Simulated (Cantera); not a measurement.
A closed system holds: 1 mol SiO₂, 0.11 mol Al₂O₃, 0.17 mol N₂, equilibrated at 1825 K and 2500 Pa.

Cantera equilibrium calculation (NASA polynomials, part measured and part estimated; ideal gas, pure solids and liquids). Candidate condensed phases: Al, AlN, Al₂O₃, Al₂SiO₅, Al₆Si₂O₁₃, Si, SiO₂, Si₂N₂O, Si₃N₄; 23 gas species. Mutual solubility and eutectic melting of coexisting phases are not modelled. The tables hold silica as quartz up to 1696 K and as liquid above; real silica turns to tridymite and cristobalite and melts near 1996 K. Condensed phases not in the tables: alloys, solid solutions and most ternary compounds. The numbers say what is thermodynamically allowed, not how fast it happens.

Base state: N₂ 1.000, SiO 3.12e-5, NO 2.17e-5 (mole fractions); condensed: Al₆Si₂O₁₃(mullite) + SiO₂(condensed).

Task: What changes in the equilibrium state with this change: temperature from 1825 K to 1000 K?

Result: 
```json
[
 {"species": "N₂", "before": "1.000", "after": "1.00"},
 {"species": "SiO", "before": "3.12e-5", "after": "<1e-9"},
 {"species": "NO", "before": "2.17e-5", "after": "<1e-9"},
 {"species": "Al₆Si₂O₁₃(mullite), mol", "before": "0.0367", "after": "0"},
 {"species": "SiO₂(condensed), mol", "before": "0.927", "after": "0"},
 {"species": "Al₂SiO₅(andalusite), mol", "before": "0", "after": "0.110"},
 {"species": "SiO₂(β-quartz), mol", "before": "0", "after": "0.890"}
]
```
